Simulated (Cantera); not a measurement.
A closed system holds: 1 mol C₆H₆, 0.13 mol NH₃, 4.2 mol CO₂, at 750 Torr.

These are equilibrium values from Cantera (NASA tables, ideal gas, pure condensed phases), not measurements of a reactor. Candidate condensed phases: C, C₆H₆, C₇H₈, C₈H₁₈, H₂O; 136 gas species. Equilibrium is a limit: real reactors are often held back by kinetics, nucleation or transport.

Question: At 1302 °C, list the 6 most abundant gas species with their mole fractions, and the condensed phases.

Answer: CO 0.720, H₂ 0.274, N₂ 0.00554, H₂O 0.000202, CO₂ 0.000184, CH₄ 0.000136. Condensed: C(graphite).
